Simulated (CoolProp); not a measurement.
Acetone along the isobar 16400 kPa: Z from the reference equation and from simpler models built on Tc = 508.1 K, pc = 4692 kPa, ω = 0.307; each cubic takes its own stable root.

The numbers come from the reference Helmholtz-energy equation of state, Lemmon 2006 in CoolProp. It is a short technical equation, of lower accuracy than the large ones.

```csv
T (K),phase,reference,van der Waals,Redlich-Kwong,Soave-Redlich-Kwong,Peng-Robinson
417.5,liquid,0.4094,0.7262,0.5330,0.5173,0.4598
428.5,liquid,0.4071,0.7165,0.5298,0.5149,0.4579
439.5,liquid,0.4054,0.7077,0.5274,0.5135,0.4569
450.6,liquid,0.4044,0.6997,0.5258,0.5132,0.4571
461.6,liquid,0.4041,0.6925,0.5251,0.5141,0.4583
472.7,liquid,0.4046,0.6861,0.5253,0.5161,0.4607
483.7,liquid,0.4059,0.6805,0.5263,0.5195,0.4644
494.8,liquid,0.4082,0.6755,0.5283,0.5242,0.4695
505.8,liquid,0.4114,0.6714,0.5312,0.5304,0.4761
516.9,supercritical,0.4158,0.6679,0.5350,0.5382,0.4844
527.9,supercritical,0.4213,0.6651,0.5399,0.5477,0.4943
539,supercritical,0.4282,0.6631,0.5458,0.5591,0.5062
550,supercritical,0.4366,0.6618,0.5527,0.5722,0.5199
```
